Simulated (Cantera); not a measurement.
A closed system holds: 1 mol SiH4, a varied amount of HCl, 59 mol H2, 0.018 mol Cl2, at 1725 K and 10000 Pa.

Method: chemical equilibrium by Gibbs-energy minimisation in Cantera with the NASA 1993 tables (ideal gas, pure condensed phases). Candidate condensed phases: Si; 19 gas species. Gases not in the tables: Si2H6 and higher silanes. Rates play no part.

### Question
What share of the Si ends up in condensed phases as a function of n(HCl) (mol), at 0.57, 0.68, 0.81, 0.96, 1.1, 1.3, 1.6, 1.9, 2.3, 2.7, 3.2, 3.8, 4.5?

### Answer
```csv
n(HCl) (mol),Si condensed (%),as
0.57,97.9,Si(l)
0.68,97.3,Si(l)
0.81,96.3,Si(l)
0.96,95.1,Si(l)
1.1,93.9,Si(l)
1.3,91.9,Si(l)
1.6,88.5,Si(l)
1.9,84.6,Si(l)
2.3,78.9,Si(l)
2.7,72.5,Si(l)
3.2,63.8,Si(l)
3.8,52.4,Si(l)
4.5,38.1,Si(l)
```
